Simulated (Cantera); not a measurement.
Charge: 1 mol C₂H₆, 0.076 mol CO₂, 8 mol N₂, held at 0.133 bar.

Cantera equilibrium calculation (NASA polynomials, part measured and part estimated; ideal gas, pure solids and liquids). Candidate condensed phases: C, C₆H₆, C₇H₈, C₈H₁₈, H₂O; 136 gas species. Rates play no part.

Over these rows the condensed part is C(graphite). Partial pressures as log10 of bar:

| T (K) | 1000/T (1/K) | log p C₂H₂ (acetylene) | log p N₂ | log p H₂ | log p CO | log p HCN |
|---|---|---|---|---|---|---|
| 1875 | 0.5333 | -4.95 | -1.02 | -1.45 | -2.74 | -3.29 |
| 2025 | 0.4938 | ? | -1.02 | -1.45 | -2.74 | -3.03 |
| 2175 | 0.4598 | -4.12 | -1.02 | -1.46 | -2.74 | -2.80 |
| 2325 | 0.4301 | -3.79 | -1.03 | -1.48 | -2.74 | -2.61 |
| 2475 | 0.4040 | -3.52 | -1.04 | -1.51 | -2.75 | -2.45 |
| 2625 | 0.3810 | -3.30 | -1.04 | -1.55 | -2.75 | -2.32 |

**Question.** Fit log p(C₂H₂ (acetylene)) = a + b·(1000/T) to the five rows, give the apparent enthalpy, and predict the row at 2025 K.

**Answer.** Means: 1000/T = 0.4416, log p = -3.936. Sxy = -0.152195, Sxx = 0.0139585, so b = -10.90 and a = -3.936 − (-10.90)×0.4416 = 0.88.
Apparent enthalpy: −19.145 × (-10.90) = 209 kJ/mol. With the condensed phases at unit activity, 2 C(graphite) + H₂(g) = C₂H₂ (acetylene)(g) links this pressure to the main gases: over the six rows their terms move log p by -0.10 in all, so the slope isn't that reaction's ΔH° alone. The five rows lie within 0.03 of the line.
Prediction at 2025 K: 0.88 + (-10.90)×0.4938 = -4.50. The computed value is -4.50, 0.00 from the line.
